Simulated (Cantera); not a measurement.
Cantera run:

```python
import numpy as np
import cantera as ct

gas_names = """
    C CH CH2 CH3 CH2OH CH3O CH4 CH3OH CO CO2 COOH C2 C2H CHCO,ketyl C2H2,acetylene C2H2,vinylidene
    CH2CO,ketene C2H3,vinyl CH3CO,acetyl C2H4 C2H4O,ethylen CH3CHO,ethanal CH3COOH (HCOOH)2 C2H5 C2H6
    CH3OCH3 C2H5OH C2O C3 C3H3,propargyl C3H4,allene C3H4,propyne C3H4,cyclo- C3H5,allyl C3H6,propylene
    C3H6,cyclo- C3H6O C3H7,n-propyl C3H7,i-propyl C3H8 C3H8O,1propanol C3H8O,2propanol C3O2 C4 C4H2
    C4H4,1,3-cyclo- C4H6,butadiene C4H6,2-butyne C4H6,cyclo- C4H8,1-butene C4H8,cis2-buten
    C4H8,tr2-butene C4H8,isobutene C4H8,cyclo- (CH3COOH)2 C4H9,n-butyl C4H9,i-butyl C4H9,s-butyl
    C4H9,t-butyl C4H10,isobutane C4H10,n-butane C5 C5H6,1,3cyclo- C5H8,cyclo- C5H10,1-pentene
    C5H10,cyclo- C5H11,pentyl C5H11,t-pentyl C5H12,n-pentane C5H12,i-pentane CH3C(CH3)2CH3 C6H2
    C6H5,phenyl C6H5O,phenoxy C6H6 C6H5OH,phenol C6H10,cyclo- C6H12,1-hexene C6H12,cyclo- C6H13,n-hexyl
    C7H7,benzyl C7H8 C7H8O,cresol C7H14,1-heptene C7H15,n-heptyl C7H16,n-heptane C8H8,styrene
    C8H10,ethylbenz C8H16,1-octene C8H17,n-octyl C8H18,isooctane C8H18,n-octane C9H19,n-nonyl
    C10H8,naphthale C10H21,n-decyl C12H9,o-bipheny C12H10,bipheny H HCO HO2 H2 HCHO,formaldehy HCOOH H2O
    H2O2 O OH O2 O3 Si SiC SiC2 SiC4H12 SiH SiH2 SiH3 SiH4 SiO SiO2 Si2 Si2C Si3
""".split()
cond_names = """
    C(gr) C6H6(L) C7H8(L) C8H18(L),n-octa H2O(s) H2O(L) Si(cr) Si(L) SiC(b) SiO2(Lqz) SiO2(hqz) SiO2(L)
""".split()


def load(file, names, dense=False):
    # The tables refer to 1 bar. Condensed volumes are neglected.
    table = {s.name: s for s in ct.Species.list_from_file(file)}
    out = []
    for n in names:
        d = dict(table[n].input_data)
        d["thermo"] = dict(d["thermo"], **{"reference-pressure": 1e5})
        if dense:
            d["equation-of-state"] = {"model": "constant-volume", "density": "1e6 g/cm^3"}
        out.append(ct.Species.from_dict(d))
    return out


gas = ct.Solution(thermo="ideal-gas", species=load("nasa_gas.yaml", gas_names))
cond = {s.name: ct.Solution(thermo="fixed-stoichiometry", species=[s], name=s.name)
        for s in load("nasa_condensed.yaml", cond_names, dense=True)}
atoms = {
    'SiC': {'Si': 1, 'C': 1},
    'H2O': {'H': 2, 'O': 1},
    'H2': {'H': 2},
}
top_T = {'C(gr)': 4500, 'SiC(b)': 3050}  # K; cautious upper limits of use, not melting points


def equilibrate(T, P, feed):
    n = {}
    for name, mol in feed.items():
        for a, k in atoms[name].items():
            n[a] = n.get(a, 0.0) + k * mol
    gas.TPX = T, P, n
    mass = sum(n.values()) * gas.mean_molecular_weight
    gas.equilibrate("TP")
    valid = [c for c in cond.values() if c.min_temp <= T <= top_T.get(c.name, c.max_temp)]
    mix = ct.Mixture([(gas, mass / gas.mean_molecular_weight)] + [(c, 0.0) for c in valid])
    mix.T, mix.P = T, P
    mix.equilibrate("TP", solver="vcs", rtol=1e-11, max_steps=5000)
    return mix


results = []
feed = {'SiC': 1, 'H2O': 0.031, 'H2': 500}  # mol
T = 1373  # K
P = 65000  # Pa
mix = equilibrate(T, P, feed)
results.append((T, P, feed, dict(zip(mix.species_names, mix.species_moles))))
print(gas.report(threshold=0.0001))
for i in range(1, mix.n_phases):
    print(f"{mix.phase(i).name:16s} {mix.phase_moles(i):12.5e} mol")
```

It prints:

```
       temperature   1373 K
          pressure   65000 Pa
           density   0.011492 kg/m^3
  mean mol. weight   2.0183 kg/kmol
   phase of matter   gas

                          1 kg             1 kmol
                     ---------------   ---------------
          enthalpy         1.598e+07        3.2252e+07  J
   internal energy        1.0324e+07        2.0836e+07  J
           entropy             89012        1.7965e+05  J/K
    Gibbs function       -1.0623e+08       -2.1441e+08  J
 heat capacity c_p             15776             31841  J/K
 heat capacity c_v             11656             23526  J/K

                      mass frac. Y      mole frac. X     chem. pot. / RT
                     ---------------   ---------------   ---------------
                H2           0.99878           0.99991            -18.78
     [ +122 minor]         0.0012211        8.8839e-05

C(gr)             0.00000e+00 mol
Si(cr)            0.00000e+00 mol
SiC(b)            9.76811e-01 mol
SiO2(hqz)         4.66150e-03 mol
```

Method: chemical equilibrium by Gibbs-energy minimisation in Cantera with the NASA 1993 tables (ideal gas, pure condensed phases). Mutual solubility and eutectic melting of coexisting phases are not modelled. The tables hold silica as quartz up to 1696 K and as liquid above; real silica turns to tridymite and cristobalite and melts near 1996 K.
